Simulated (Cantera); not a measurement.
What does this Cantera script print?

```python
import numpy as np
import cantera as ct

gas_names = [...]  # 136 gases of nasa_gas.yaml made of C, H, N, O
cond_names = """
    C(gr) C6H6(L) C7H8(L) C8H18(L),n-octa H2O(s) H2O(L)
""".split()


# ... load() reads the species with a 1 bar reference pressure and builds the phases ...
atoms = {
    'CO2': {'C': 1, 'O': 2},
    'H2O': {'H': 2, 'O': 1},
    'N2': {'N': 2},
}
top_T = {'C(gr)': 4500}  # K; cautious upper limits of use, not melting points


# ... equilibrate(T, P, feed) seeds the gas with the atoms and calls Mixture.equilibrate('TP', solver="vcs", rtol=1e-11, max_steps=5000) ...
results = []
feed = {'CO2': 1, 'H2O': 0.19, 'N2': 22}  # mol
T = 2075  # K
for P in [10, 84, 710, 6000, 50000, 420000, 3600000, 30000000]:
    mix = equilibrate(T, P, feed)
    results.append((T, P, feed, dict(zip(mix.species_names, mix.species_moles))))

top = {s: max(r[3][s] / sum(r[3][g] for g in gas_names) for r in results) for s in gas_names}
cols = sorted((s for s in top if top[s] > 0.0001), key=lambda s: -top[s])[:9]
seen = [c for c in cond_names if any(r[3].get(c, 0) > 1e-12 for r in results)]
print("log10 of partial pressures in bar; condensed amounts in mol")
print(f"{'P/Pa':>10s}" + "".join(f"{s[:9]:>10s}" for s in cols + seen))
for T, P, feed, n in results:
    ng = sum(n[g] for g in gas_names)
    print(f"{P:10.4g}" + "".join(f"{np.log10(max(n[s] / ng * P / 1e5, 1e-99)):10.3f}" for s in cols)
          + "".join(f"{n.get(c, 0):10.4g}" for c in seen))
```

Output:

```
log10 of partial pressures in bar; condensed amounts in mol
      P/Pa        N2       CO2        CO         O        O2         H       H2O        NO        OH
        10    -4.036    -5.912    -5.528    -5.934    -6.001    -6.083    -6.715    -6.657    -6.723
        84    -3.106    -4.732    -4.766    -5.516    -5.165    -5.628    -5.386    -5.774    -5.850
       710    -2.175    -3.665    -4.059    -5.155    -4.444    -5.277    -4.323    -4.948    -5.138
      6000    -1.247    -2.664    -3.389    -4.825    -3.783    -4.953    -3.347    -4.154    -4.485
     5e+04    -0.325    -1.705    -2.742    -4.514    -3.160    -4.638    -2.405    -3.381    -3.859
   4.2e+05     0.600    -0.762    -2.100    -4.212    -2.558    -4.322    -1.472    -2.618    -3.241
   3.6e+06     1.533     0.181    -1.452    -3.917    -1.968    -4.001    -0.534    -1.856    -2.625
     3e+07     2.454     1.106    -0.809    -3.635    -1.402    -3.681     0.389    -1.113    -2.022
```

Equilibrium computed with Cantera from the NASA thermochemical tables; the gas is ideal and each condensed phase is pure. The ideal-gas law is rough above about 30 bar.
